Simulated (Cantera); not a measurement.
A Cantera script and what it prints.

```python
import numpy as np
import cantera as ct

gas_names = """
    Na CS2 H2 CH4
""".split()
cond_names = """
    Na2S(1) Na2S(2) Na2S(L)
""".split()


# ... load() reads the species with a 1 bar reference pressure and builds the phases ...
species = {s.name: s for s in load("nasa_gas.yaml", gas_names) + load("nasa_condensed.yaml", cond_names)}
# Each term lists the table entries of one substance; the one whose range holds T is used.
reactions = {
    '4 Na(g) + CS2(g) + 2 H2(g) = 2 Na2S + CH4(g)':
        [(-4, ['Na']), (-1, ['CS2']), (-2, ['H2']), (2, ['Na2S(1)', 'Na2S(2)', 'Na2S(L)']), (1, ['CH4'])],
}


def pick(names, T):
    return next(species[n] for n in names if species[n].thermo.min_temp <= T <= species[n].thermo.max_temp)


results = []
for label, terms in reactions.items():
    print(label)
    print("     T/K   dH/kJ  dS/(J/K)   dG/kJ   log10 K")
    for T in [700, 750, 800, 850, 900, 950, 1000, 1050, 1100, 1150]:
        used = [(nu, pick(names, T)) for nu, names in terms]
        dH = sum(nu * s.thermo.h(T) for nu, s in used) / 1e6
        dS = sum(nu * s.thermo.s(T) for nu, s in used) / 1e3
        dG = dH - T * dS / 1e3
        logK = -dG * 1e6 / (ct.gas_constant * T * np.log(10))
        results.append((label, T, dH, dS, dG, logK, [s.name for _, s in used]))
        print(f"{T:8g} {dH:8.1f} {dS:8.1f} {dG:8.1f} {logK:8.2f}")
```

It prints:

```
4 Na(g) + CS2(g) + 2 H2(g) = 2 Na2S + CH4(g)
     T/K   dH/kJ  dS/(J/K)   dG/kJ   log10 K
     700  -1343.1   -715.8   -842.0    62.83
     750  -1341.1   -713.1   -806.3    56.15
     800  -1338.9   -710.3   -770.7    50.32
     850  -1336.7   -707.6   -735.2    45.18
     900  -1334.2   -704.8   -699.9    40.62
     950  -1331.6   -702.0   -664.7    36.55
    1000  -1328.9   -699.2   -629.7    32.89
    1050  -1325.9   -696.3   -594.8    29.59
    1100  -1322.0   -692.6   -560.1    26.60
    1150  -1316.2   -687.5   -525.6    23.87
```

Standard-state values (1 bar) from the NASA 1993 polynomials, evaluated with Cantera. Condensed species are held in their standard states even where they would react or evaporate.
